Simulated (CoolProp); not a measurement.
Vapour-liquid equilibrium of R22 (1) + R114 (2) at 1200 kPa; x and y are mole fractions of (1).

Model: multi-fluid Helmholtz-energy mixture model, Kamei 1995 and Platzer 1990; pair parameters Bell 2016, in CoolProp. This equation is an older, rougher fit; its heat capacities, sound speeds and derivatives of the liquid may be far off and weren't checked against measurements.

### Question
Give the bubble temperature and the first vapour's composition at x = 0.15, 0.45, 0.65. Is there an azeotrope?

### Answer
x = 0.15: 345.1 K, y = 0.381; x = 0.45: 323.8 K, y = 0.717; x = 0.65: 315.1 K, y = 0.838. No azeotrope shows between x = 0.05 and 0.95.

The pair parameters rest on a limited set of measurements; away from them the model extrapolates.
